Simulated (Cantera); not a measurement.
Charge: 1 mol Cu, 2.5 mol H2O, 97 mol H2, at 1823 K and 1.00 bar.

Method: chemical equilibrium by Gibbs-energy minimisation in Cantera with the NASA 1993 tables (ideal gas, pure condensed phases). Candidate condensed phases: Cu, CuO, Cu(OH)2, Cu2O, H2O; 12 gas species. Kinetics and transport are ignored.

Base state: H2 0.974, H2O 0.0251, Cu 0.000704, H 0.000428 (mole fractions); condensed: Cu(l).

Question: What changes in the equilibrium state with this change: Cu replaced by Ti?

Answer: 
```
species          before     after
-------------  --------  --------
H2                0.974     0.991
H2O              0.0251   0.00837
H              0.000428  0.000431
Cu             0.000704         0
Cu(l), mol        0.930         0
Ti3O5(s), mol         0     0.333
```
Further candidate phases: Ti, TiO, TiO2, Ti2O3, Ti3O5, Ti4O7.

Question: What changes in the equilibrium state with this change: Cu replaced by Pb?

Answer: 
| species | before | after |
|---|---|---|
| H2 | 0.974 | 0.965 |
| H2O | 0.0251 | 0.0249 |
| Pb | 0 | 0.00995 |
| Cu | 0.000704 | 0 |
| H | 0.000428 | 0.000426 |
| Cu(l), mol | 0.930 | 0 |
Further candidate phases: Pb, PbO, PbO2, Pb3O4.
